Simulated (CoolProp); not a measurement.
A single-stage vapour-compression cycle with the fluid: evaporating at 204.15 K (dew point), condensing at 224.15 K (bubble point), superheat 8 K, subcooling 5 K, compressor efficiency 0.6, no pressure losses. The same conditions are run with several fluids, on thermodynamics alone (safety and materials aside).

Values from CoolProp's reference Helmholtz-energy equation of state of each fluid (hydrogen sulfide: Lemmon 2006; fluoroethane (R161): Wu 2012; R22: Kamei 1995; ethylene: Smukala 2000; nitrous oxide: Lemmon 2006; C3F8 (R218): Lemmon 2006).

| fluid | cooling COP | pressure ratio | discharge temperature (K) | refrigerating effect (kJ/kg) | volumetric capacity (kJ/m³) |
|---|---|---|---|---|---|
| hydrogen sulfide | 5.53 | … | 310.0 | 535 | … |
| fluoroethane (R161) | 5.69 | 3.15 | 282.7 | … | 221 |
| R22 | 5.67 | 3.11 | 284.2 | … | 258 |
| ethylene | … | 2.04 | 269.3 | 397 | 3750 |
| nitrous oxide | … | 2.35 | 286.6 | 332 | 2480 |
| C3F8 (R218) | 5.87 | 3.15 | 240.5 | 107 | 207 |

Q: Complete the blanks.

A: 
- hydrogen sulfide, pressure ratio: 2.73
- hydrogen sulfide, volumetric capacity (kJ/m³): 669
- fluoroethane (R161), refrigerating effect (kJ/kg): 436
- R22, refrigerating effect (kJ/kg): 239
- ethylene, cooling COP: 5.44
- nitrous oxide, cooling COP: 5.51
